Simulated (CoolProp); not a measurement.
Vapour-liquid equilibrium of ethane (1) + hydrogen sulfide (2) at -7.55 °C; x and y are mole fractions of (1).

Model: multi-fluid Helmholtz-energy mixture model, Bücker 2006 and Lemmon 2006; pair parameters Kunz 2012, in CoolProp.

Question: Give the bubble pressure and the first vapour's composition at x = 0.05, 0.125, 0.725. Is there an azeotrope?

Answer: x = 0.05: 1069 kPa, y = 0.242; x = 0.125: 1332 kPa, y = 0.410; x = 0.725: 1978 kPa, y = 0.767. y crosses x between x = 0.8 and 0.875: the model has an azeotrope there.

Pair parameters are fitted to limited data, so mixtures are less certain than the pure fluids.
